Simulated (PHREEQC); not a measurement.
A solution holds 2.4 mmol/kgw H2SO4, 0.099 mmol/kgw FeSO4 and 43 mmol/kgw NiSO4, at 25 °C. Closed to the air; pH follows from the charge balance.

Computed with PHREEQC (ion-association model, wateq4f.dat).

Question: The ionic strength comes out as 0.106 mol/kgw. What activity coefficients do Ni(SO4)2-2, SO4-2, Ni+2, H+, HSO4- get?

Answer: Ni(SO4)2-2 0.37, SO4-2 0.37, Ni+2 0.37, H+ 0.82, HSO4- 0.77.

This is a speciation only: nothing precipitates in the calculation.
